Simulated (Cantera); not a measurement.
Charge: 1 mol FeS, 0.091 mol SO3, 32 mol N2, 1.2 mol H2S, equilibrated at 898 K and 0.270 bar.

Equilibrium computed with Cantera from the NASA thermochemical tables; the gas is ideal and each condensed phase is pure. Candidate condensed phases: Fe, FeO, Fe(OH)2, Fe(OH)3, FeS, FeSO4, FeS2, Fe2O3, Fe2(SO4)3, Fe3O4, H2O, H2SO4, S; 38 gas species. FeS: taken at fixed stoichiometry. Gases not in the tables: S3 to S7. Equilibrium is a limit: real reactors are often held back by kinetics, nucleation or transport.

Base state: N2 0.958, H2S 0.0264, H2O 0.00815, S2 0.00613, H2 0.00140 (mole fractions); condensed: FeS(s).

Task: What changes in the equilibrium state with this change: temperature from 898 K to 998 K?

Result: 
| species | before | after |
|---|---|---|
| N2 | 0.958 | 0.957 |
| H2S | 0.0264 | 0.0239 |
| H2O | 0.00815 | 0.00815 |
| H2 | 0.00140 | 0.00386 |
| S2 | 0.00613 | 0.00736 |
| FeS(s), mol | 1.00 | 1.00 |

Task: What changes in the equilibrium state with this change: temperature from 898 K to 1200 K?

Result: 
```json
[
 {"species": "N2", "before": "0.958", "after": "0.953"},
 {"species": "H2S", "before": "0.0264", "after": "0.0153"},
 {"species": "H2", "before": "0.00140", "after": "0.0123"},
 {"species": "S2", "before": "0.00613", "after": "0.0115"},
 {"species": "SH", "before": "8.66e-7", "after": "4.35e-5"},
 {"species": "SO2", "before": "7.48e-6", "after": "1.21e-5"},
 {"species": "FeS(s), mol", "before": "1.00", "after": "1.00"}
]
```
